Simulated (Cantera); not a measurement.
A perfectly stirred reactor is fed with 24.5 % CH4, 71.1 % H2O, 4.41 % H2, at 0.207 atm; it is held at 1850 K, and followed from long to short residence time.

Detailed kinetics in Cantera: GRI-Mech 3.0 (53 species, 325 reactions).

Question: Predict: x(CH4) at τ = 0.740 s; x(H2O) at τ = 0.740 s; x(H2) at τ = 0.740 s; x(C2H) at τ = 0.740 s; x(CH2O) at τ = 0.740 s; x(CH4) at τ = 11.0 ms; x(H2O) at τ = 11.0 ms; x(H2) at τ = 11.0 ms; x(C2H) at τ = 11.0 ms; x(CH2O) at τ = 11.0 ms.

Answer: 
```json
{
  "x(CH4) at τ = 0.740 s": "0.00973",
  "x(H2O) at τ = 0.740 s": "0.330",
  "x(H2) at τ = 0.740 s": "0.507",
  "x(C2H) at τ = 0.740 s": "1.41e-7",
  "x(CH2O) at τ = 0.740 s": "1.65e-6",
  "x(CH4) at τ = 11.0 ms": "0.0643",
  "x(H2O) at τ = 11.0 ms": "0.565",
  "x(H2) at τ = 11.0 ms": "0.287",
  "x(C2H) at τ = 11.0 ms": "1.04e-6",
  "x(CH2O) at τ = 11.0 ms": "2.66e-5"
}
```
